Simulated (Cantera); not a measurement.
Feed: 1 mol MgO, 33 mol HBr, held at 0.00660 bar.

Cantera equilibrium calculation (NASA polynomials, part measured and part estimated; ideal gas, pure solids and liquids). Candidate condensed phases: Br₂, H₂O, Mg, MgBr₂, MgO, Mg(OH)₂; 20 gas species. The numbers say what is thermodynamically allowed, not how fast it happens. All values below are at 1477 °C.

Base state: HBr 0.603, Br 0.228, H₂ 0.114, H₂O 0.0268, MgBr₂ 0.0267, H 0.000966, Br₂ 0.000390, MgBr 9.82e-5 (mole fractions); condensed: gas only.

Question: What changes in the equilibrium state with this change: MgO replaced by SiO₂?

Answer: 
| species | before | after |
|---|---|---|
| HBr | 0.603 | 0.636 |
| Br | 0.228 | 0.239 |
| H₂ | 0.114 | 0.116 |
| MgBr₂ | 0.0267 | 0 |
| H₂O | 0.0268 | 0.00376 |
| SiO | 0 | 0.00374 |
| MgBr | 9.82e-5 | 0 |
| SiBr₂ | 0 | 1.03e-5 |
| OH | 1.33e-5 | 1.86e-6 |
| Br₂ | 0.000390 | 0.000428 |
| H | 0.000966 | 0.000974 |
| SiO₂(condensed), mol | 0 | 0.859 |
The tables hold silica as quartz up to 1696 K and as liquid above; real silica turns to tridymite and cristobalite and melts near 1996 K. Further candidate phases: Si, SiO₂.
